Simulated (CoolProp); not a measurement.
Vapour-liquid equilibrium of acetone (1) + n-decane (2) at 125.65 °C; x and y are mole fractions of (1).

Values from CoolProp's multi-fluid Helmholtz-energy mixture model, Lemmon 2006 and Lemmon 2006; pair parameters Bell 2016.

| x | bubble pressure, mixture model (MPa) | bubble pressure, Raoult's law (MPa) | y, mixture model | y, Raoult's law |
|---|---|---|---|---|
| 0.05 | 0.07636 | 0.05763 | ___ | 0.596 |
| 0.2 | 0.2305 | 0.1570 | 0.902 | 0.875 |
| 0.35 | 0.3520 | 0.2564 | ___ | 0.938 |
| 0.5 | 0.4358 | 0.3558 | ___ | 0.966 |
| 0.65 | 0.5003 | 0.4552 | ___ | 0.981 |
| 0.8 | 0.5670 | 0.5546 | ___ | 0.991 |
| 0.95 | 0.6525 | 0.6539 | ___ | 0.998 |

Question: Complete the blanks.

Answer: 
- 0.05, y, mixture model: 0.684
- 0.35, y, mixture model: 0.940
- 0.5, y, mixture model: 0.956
- 0.65, y, mixture model: 0.967
- 0.8, y, mixture model: 0.978
- 0.95, y, mixture model: 0.993

The largest gap from Raoult's law is +46.8 % in bubble pressure, at x = 0.2. No azeotrope shows between x = 0.05 and 0.95.

Pair parameters are fitted to limited data, so mixtures are less certain than the pure fluids.
